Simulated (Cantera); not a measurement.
MgSO₄ + H₂O + H₂ (calcination and drying)

Charge: 1 mol MgSO₄, 1.5 mol H₂O, 0.011 mol H₂, at 113 Torr.

These are equilibrium values from Cantera (NASA tables, ideal gas, pure condensed phases), not measurements of a reactor. Candidate condensed phases: H₂O, H₂SO₄, Mg, MgO, Mg(OH)₂, MgS, MgSO₄, S; 26 gas species. Mutual solubility and eutectic melting of coexisting phases are not modelled. Rates play no part.

```csv
T (K),log p H₂O,log p SO₂,log p O₂,log p SO₃,log p H₂S,log p H₂,log p OH,log p S₂,n MgO(s),n MgSO₄(s)
575,-0.82,-5.12,<-12,<-12,-3.57,-5.24,<-12,-7.77,0.00279,0.997
625,-0.82,-3.98,<-12,<-12,-3.61,-5.11,<-12,-6.84,0.00352,0.996
675,-0.83,-3.12,<-12,-12.37,-4.09,-5.11,<-12,-6.70,0.00844,0.992
725,-0.83,-2.97,<-12,-10.86,-6.81,-5.68,<-12,-10.05,0.0110,0.989
775,-0.83,-2.97,<-12,-9.54,-9.70,-6.31,<-12,<-12,0.0110,0.989
825,-0.83,-2.96,<-12,-8.39,-12.24,-6.86,-11.87,<-12,0.0110,0.989
875,-0.83,-2.96,-10.79,-7.37,<-12,-7.33,-10.59,<-12,0.0110,0.989
925,-0.83,-2.96,-8.36,-6.47,<-12,-7.76,-9.46,<-12,0.0110,0.989
975,-0.83,-2.96,-6.18,-5.66,<-12,-8.13,-8.45,<-12,0.0110,0.989
1025,-0.83,-2.93,-4.29,-4.94,<-12,-8.42,-7.55,<-12,0.0122,0.988
1075,-0.83,-2.61,-3.16,-4.28,<-12,-8.41,-6.88,<-12,0.0259,0.974
1125,-0.86,-2.13,-2.50,-3.69,<-12,-8.22,-6.38,<-12,0.0821,0.918
1175,-0.93,-1.66,-1.98,-3.15,<-12,-8.07,-5.97,<-12,0.291,0.709
```
log p: log10 of the partial pressure in bar; n: condensed amount in mol.

From 575 K to 1175 K the condensed part is MgO(s) + MgSO₄(s).
